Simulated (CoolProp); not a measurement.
Saturation properties of propane (Tc = 96.7 °C, pc = 42.51 bar, ω = 0.152).

Values from CoolProp's reference Helmholtz-energy equation of state, Lemmon 2009.

| T (°C) | p (bar) | liquid density (kg/m³) | enthalpy of vaporisation (kJ/kg) | vapour Z | vapour viscosity (µPa s) | liquid conductivity (mW/(m K)) |
|---|---|---|---|---|---|---|
| 0.95 | 4.884 | 527.3 | 373.5 | 0.8878 | 7.48 | 106 |
| 5.05 | 5.519 | 521.7 | 367.7 | 0.8778 | 7.60 | 104 |
| 9.15 | 6.214 | 515.9 | 361.6 | 0.8674 | 7.73 | 102 |
| 13.25 | 6.972 | 510.1 | 355.3 | 0.8563 | 7.86 | 99.5 |
| 17.35 | 7.795 | 504.0 | 348.7 | 0.8447 | 8.00 | 97.5 |
| 21.55 | 8.711 | 497.7 | 341.7 | 0.8322 | 8.14 | 95.5 |
| 25.65 | 9.679 | 491.3 | 334.6 | 0.8193 | 8.29 | 93.6 |
| 29.75 | 10.72 | 484.8 | 327.2 | 0.8058 | 8.45 | 91.7 |
| 33.85 | 11.85 | 478.0 | 319.4 | 0.7916 | 8.62 | 89.8 |
| 37.95 | 13.06 | 471.1 | 311.3 | 0.7766 | 8.80 | 88.0 |
| 42.05 | 14.35 | 463.8 | 302.7 | 0.7609 | 8.99 | 86.1 |
| 46.15 | 15.74 | 456.3 | 293.8 | 0.7443 | 9.19 | 84.4 |
| 50.35 | 17.26 | 448.2 | 284.0 | 0.7264 | 9.42 | 82.5 |

It boils at -42.1 °C under 1 atm.

Viscosity comes from a separate model (Vogel 1998). Thermal conductivity comes from a separate model (Marsh 2002).
